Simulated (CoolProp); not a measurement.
Vapour-liquid equilibrium of R13 (1) + propylene (2) at 273.9 K; x and y are mole fractions of (1).

Model: multi-fluid Helmholtz-energy mixture model, Platzer 1990 and Lemmon 2013; pair parameters Bell 2016, in CoolProp. This equation is an older, rougher fit; its heat capacities, sound speeds and derivatives of the liquid may be far off and weren't checked against measurements.

**Question.** Give the bubble pressure and the first vapour's composition at x = 0.05, 0.65, 0.95. Is there an azeotrope?

**Answer.** x = 0.05: 713.0 kPa, y = 0.181; x = 0.65: 1626 kPa, y = 0.795; x = 0.95: 1957 kPa, y = 0.966. No azeotrope shows between x = 0.05 and 0.95.

The pair parameters rest on a limited set of measurements; away from them the model extrapolates.
